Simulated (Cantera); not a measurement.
A closed system holds: 1 mol ZrN, 0.03 mol N₂, at 1773 K and 1.20 Pa.

Cantera equilibrium calculation (NASA polynomials, part measured and part estimated; ideal gas, pure solids and liquids). Candidate condensed phases: Zr, ZrN; 4 gas species. ZrN: taken at fixed stoichiometry. Kinetics and transport are ignored.

Base state: N₂ 1.00 (mole fractions); condensed: ZrN(s).

Problem. What changes in the equilibrium state with this change: temperature from 1773 K to 3000 K?

Solution. 
```tsv
species	before	after
Zr	<1e-9	0.653
N₂	1.00	0.345
N	6.48e-9	0.00236
ZrN(s), mol	1.00	0
```
